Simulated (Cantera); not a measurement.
SiCl4 + HCl + H2 (silicon epitaxy and polysilicon growth)

Input: 1 mol SiCl4, 1.9 mol HCl, 96 mol H2, held at 0.00750 bar.

Method: chemical equilibrium by Gibbs-energy minimisation in Cantera with the NASA 1993 tables (ideal gas, pure condensed phases). Candidate condensed phases: Si; 19 gas species. The tables' values for SiCl3, SiCl are old estimates; treat these amounts as uncertain. Gases not in the tables: Si2H6 and higher silanes. Kinetics and transport are ignored.

From 575 °C to 725 °C nothing is condensed. From 800 °C to 1400 °C the condensed part is Si(s). At 1475 °C the condensed part is Si(l). The main Si-bearing gas is SiCl4 at 575 °C and SiCl2 at 1475 °C.

```json
[
 {"T (°C)": "575", "x H2": "0.970", "x HCl": "0.0200", "x SiCl4": "0.00935", "x SiCl2": "1.72e-6", "x H": "2.16e-10", "n Si(s)": "0", "n Si(l)": "0"},
 {"T (°C)": "650", "x H2": "0.969", "x HCl": "0.0209", "x SiCl4": "0.00853", "x SiCl2": "4.58e-5", "x H": "2.78e-9", "n Si(s)": "0", "n Si(l)": "0"},
 {"T (°C)": "725", "x H2": "0.967", "x HCl": "0.0229", "x SiCl4": "0.00700", "x SiCl2": "0.000581", "x H": "2.44e-8", "n Si(s)": "0", "n Si(l)": "0"},
 {"T (°C)": "800", "x H2": "0.959", "x HCl": "0.0322", "x SiCl4": "0.00407", "x SiCl2": "0.00210", "x H": "1.58e-7", "n Si(s)": "0.161", "n Si(l)": "0"},
 {"T (°C)": "875", "x H2": "0.952", "x HCl": "0.0413", "x SiCl4": "0.00144", "x SiCl2": "0.00394", "x H": "8.07e-7", "n Si(s)": "0.322", "n Si(l)": "0"},
 {"T (°C)": "950", "x H2": "0.949", "x HCl": "0.0452", "x SiCl4": "0.000343", "x SiCl2": "0.00523", "x H": "3.38e-6", "n Si(s)": "0.372", "n Si(l)": "0"},
 {"T (°C)": "1025", "x H2": "0.948", "x HCl": "0.0459", "x SiCl4": "7.51e-5", "x SiCl2": "0.00591", "x H": "1.20e-5", "n Si(s)": "0.367", "n Si(l)": "0"},
 {"T (°C)": "1100", "x H2": "0.948", "x HCl": "0.0457", "x SiCl4": "1.81e-5", "x SiCl2": "0.00635", "x H": "3.74e-5", "n Si(s)": "0.345", "n Si(l)": "0"},
 {"T (°C)": "1175", "x H2": "0.948", "x HCl": "0.0454", "x SiCl4": "4.97e-6", "x SiCl2": "0.00668", "x H": "0.000104", "n Si(s)": "0.321", "n Si(l)": "0"},
 {"T (°C)": "1250", "x H2": "0.948", "x HCl": "0.0449", "x SiCl4": "1.54e-6", "x SiCl2": "0.00696", "x H": "0.000260", "n Si(s)": "0.297", "n Si(l)": "0"},
 {"T (°C)": "1325", "x H2": "0.948", "x HCl": "0.0445", "x SiCl4": "5.31e-7", "x SiCl2": "0.00719", "x H": "0.000598", "n Si(s)": "0.273", "n Si(l)": "0"},
 {"T (°C)": "1400", "x H2": "0.947", "x HCl": "0.0441", "x SiCl4": "2.02e-7", "x SiCl2": "0.00739", "x H": "0.00128", "n Si(s)": "0.247", "n Si(l)": "0"},
 {"T (°C)": "1475", "x H2": "0.945", "x HCl": "0.0447", "x SiCl4": "8.11e-8", "x SiCl2": "0.00703", "x H": "0.00257", "n Si(s)": "0", "n Si(l)": "0.262"}
]
```
x: gas mole fraction; n: condensed amount in mol.
